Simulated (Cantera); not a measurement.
Input: 1 mol Si₃N₄, 2.4 mol Cl₂, 13 mol H₂, at 1900 K and 59.0 Pa.

Equilibrium computed with Cantera from the NASA thermochemical tables; the gas is ideal and each condensed phase is pure. Candidate condensed phases: NH₄Cl, Si, Si₃N₄; 28 gas species. The tables' values for SiCl, SiCl₃, SiN are old estimates; treat these amounts as uncertain. Gases not in the tables: Si₂H₆ and higher silanes. The numbers say what is thermodynamically allowed, not how fast it happens.

Base state: H₂ 0.642, HCl 0.125, N₂ 0.110, SiCl₂ 0.0660, H 0.0262, Si 0.0214, SiCl 0.00400, Cl 0.00385 (mole fractions); condensed: Si(l).

Question: What changes in the equilibrium state with this change: pressure from 59.0 Pa to 1.60 mbar?

Answer: 
```json
[
 {"species": "H₂", "before": "0.642", "after": "0.661"},
 {"species": "HCl", "before": "0.125", "after": "0.129"},
 {"species": "N₂", "before": "0.110", "after": "0.113"},
 {"species": "Si", "before": "0.0214", "after": "0.00788"},
 {"species": "H", "before": "0.0262", "after": "0.0161"},
 {"species": "SiCl₂", "before": "0.0660", "after": "0.0682"},
 {"species": "Si₃", "before": "3.87e-5", "after": "1.43e-5"},
 {"species": "Si₂", "before": "0.000172", "after": "6.33e-5"},
 {"species": "SiCl₃", "before": "8.34e-5", "after": "0.000144"},
 {"species": "Si(l), mol", "before": "1.33", "after": "1.59"}
]
```

Question: What changes in the equilibrium state with this change: temperature from 1900 K to 2025 K?

Answer: 
| species | before | after |
|---|---|---|
| H₂ | 0.642 | 0.562 |
| HCl | 0.125 | 0.119 |
| N₂ | 0.110 | 0.100 |
| Si | 0.0214 | 0.0864 |
| H | 0.0262 | 0.0594 |
| SiCl₂ | 0.0660 | 0.0516 |
| Si₂ | 0.000172 | 0.000832 |
| Si₃ | 3.87e-5 | 0.000154 |
| Si(l), mol | 1.33 | 0 |
The tables' values for SiCl, SiN, SiCl₃ are old estimates; treat these amounts as uncertain.
